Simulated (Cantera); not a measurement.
Charge: 1 mol CH3SiH3, 0.026 mol C2H2, 200 mol H2, held at 1927 °C and 2.70 mbar.

Method: chemical equilibrium by Gibbs-energy minimisation in Cantera with the NASA 1993 tables (ideal gas, pure condensed phases). The feed counts by its element totals alone. Rates play no part.

```
species             before     after
----------------  --------  --------
H2                   0.891     0.971
H                    0.102    0.0259
Si                 0.00407   0.00141
SiC2              0.000351   5.06e-5
SiH2               7.92e-6   5.08e-5
C2H2 (acetylene)   0.00205  0.000933
SiH                8.84e-5  0.000131
Si2C               6.29e-5   8.24e-5
SiC(s), mol              0     0.627
```
Gas species are given as mole fractions.

Task: Which change was made?
A) temperature from 1927 °C to 1302 °C
B) temperature from 1927 °C to 2125 °C
C) temperature from 1927 °C to 1825 °C
D) pressure from 2.70 mbar to 46.0 mbar

Result: D, pressure from 2.70 mbar to 46.0 mbar. Gases not in the tables: Si2H6 and higher silanes
